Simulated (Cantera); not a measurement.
Input: 1 mol B, 78 mol H₂, 0.13 mol NH₃, equilibrated at 47.0 Pa.

Equilibrium computed with Cantera from the NASA thermochemical tables; the gas is ideal and each condensed phase is pure. Candidate condensed phases: B, BN; 15 gas species. Mutual solubility and eutectic melting of coexisting phases are not modelled. The tables' values for BH₂ are old estimates; treat these amounts as uncertain. Equilibrium is a limit: real reactors are often held back by kinetics, nucleation or transport.

x: gas mole fraction; n: condensed amount in mol.

| T (°C) | x H₂ | x H | x B | x BH₂ | x N₂ | x BH | n B(s) | n BN(s) |
|---|---|---|---|---|---|---|---|---|
| 900 | 1.000 | 5.44e-6 | <1e-12 | 1.28e-7 | 1.60e-10 | <1e-12 | 0.870 | 0.130 |
| 1050 | 1.000 | 7.31e-5 | 1.03e-11 | 1.23e-6 | 5.43e-8 | 2.18e-11 | 0.870 | 0.130 |
| 1200 | 0.999 | … | … | 7.43e-6 | … | … | 0.870 | 0.129 |
| 1350 | 0.997 | 0.00318 | 1.21e-7 | 3.19e-5 | 0.000240 | 3.31e-8 | 0.905 | 0.0923 |
| 1500 | 0.986 | … | … | 0.000106 | 0.000825 | … | 0.991 | 0 |
| 1650 | 0.956 | 0.0425 | 7.47e-5 | 0.000282 | 0.000813 | 4.87e-6 | 0.971 | 0 |
| 1800 | 0.884 | 0.114 | 0.000915 | 0.000619 | 0.000782 | 3.30e-5 | 0.870 | 0 |
| 1950 | 0.736 | 0.254 | 0.00795 | 0.00109 | 0.000717 | 0.000162 | 0.167 | 0 |

Some entries are withheld; supply them.


- 1200, x H: 0.000583
- 1200, x B: 1.81e-9
- 1200, x N₂: 5.57e-6
- 1200, x BH: 1.24e-9
- 1500, x H: 0.0130
- 1500, x B: 3.97e-6
- 1500, x BH: 5.01e-7
